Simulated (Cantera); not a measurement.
Feed: 1 mol Ti, a varied amount of H2, held at 2273 K and 990 Pa.

These are equilibrium values from Cantera (NASA tables, ideal gas, pure condensed phases), not measurements of a reactor. Candidate condensed phases: Ti; 3 gas species. The numbers say what is thermodynamically allowed, not how fast it happens.

Task: Which condensed phases are stable at each of these points (n(H2) (mol)): 8.4, 10, 12, 15, 19, 23, 28, 34, 41, 50?

Result: 
```json
[
 {"n(H2) (mol)": "8.4", "condensed phases": "Ti(l)", "Ti condensed (%)": "79.2"},
 {"n(H2) (mol)": "10", "condensed phases": "Ti(l)", "Ti condensed (%)": "75.2"},
 {"n(H2) (mol)": "12", "condensed phases": "Ti(l)", "Ti condensed (%)": "70.3"},
 {"n(H2) (mol)": "15", "condensed phases": "Ti(l)", "Ti condensed (%)": "62.8"},
 {"n(H2) (mol)": "19", "condensed phases": "Ti(l)", "Ti condensed (%)": "52.9"},
 {"n(H2) (mol)": "23", "condensed phases": "Ti(l)", "Ti condensed (%)": "43.0"},
 {"n(H2) (mol)": "28", "condensed phases": "Ti(l)", "Ti condensed (%)": "30.6"},
 {"n(H2) (mol)": "34", "condensed phases": "Ti(l)", "Ti condensed (%)": "15.7"},
 {"n(H2) (mol)": "41", "condensed phases": "gas only", "Ti condensed (%)": "0.0"},
 {"n(H2) (mol)": "50", "condensed phases": "gas only", "Ti condensed (%)": "0.0"}
]
```

From 8.4 mol H2 to 34 mol H2 the condensed part is Ti(l). From 41 mol H2 to 50 mol H2 nothing is condensed.
